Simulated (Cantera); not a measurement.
Ammonia decomposition in nitride growth gas

A perfectly stirred reactor is fed with 19.8 % NH3, 79.4 % N2, 0.774 % H2, at 100.0 Torr; it is held at 1823 K, and followed from long to short residence time.

Detailed kinetics in Cantera: the gas-phase N/H chemistry of the illustrative SiF4/NH3 mechanism in the Surface Chemkin manual (1991). Walls and surfaces, which speed up NH3 decomposition in real reactors, are not modelled.

```json
[
 {"τ (s)": "11", "x NH3": "0.0285", "x NH2": "5.48e-5", "x H2": "0.219", "x N2H2": "5.96e-8", "x NH": "1.74e-6", "x H": "0.000156"},
 {"τ (s)": "3.7", "x NH3": "0.0607", "x NH2": "9.45e-5", "x H2": "0.179", "x N2H2": "1.54e-7", "x NH": "2.36e-6", "x H": "0.000103"},
 {"τ (s)": "1.3", "x NH3": "0.106", "x NH2": "0.000142", "x H2": "0.123", "x N2H2": "3.13e-7", "x NH": "2.89e-6", "x H": "6.12e-5"},
 {"τ (s)": "0.47", "x NH3": "0.149", "x NH2": "0.000185", "x H2": "0.0697", "x N2H2": "4.89e-7", "x NH": "3.14e-6", "x H": "3.24e-5"},
 {"τ (s)": "0.17", "x NH3": "0.177", "x NH2": "0.000218", "x H2": "0.0349", "x N2H2": "6.13e-7", "x NH": "3.02e-6", "x H": "1.62e-5"},
 {"τ (s)": "0.059", "x NH3": "0.190", "x NH2": "0.000238", "x H2": "0.0177", "x N2H2": "6.58e-7", "x NH": "2.65e-6", "x H": "8.48e-6"},
 {"τ (s)": "0.021", "x NH3": "0.196", "x NH2": "0.000240", "x H2": "0.0111", "x N2H2": "6.16e-7", "x NH": "2.25e-6", "x H": "5.32e-6"},
 {"τ (s)": "0.0075", "x NH3": "0.198", "x NH2": "0.000214", "x H2": "0.00870", "x N2H2": "4.60e-7", "x NH": "1.74e-6", "x H": "3.72e-6"}
]
```
x: mole fraction; the columns are a selection and need not sum to one.
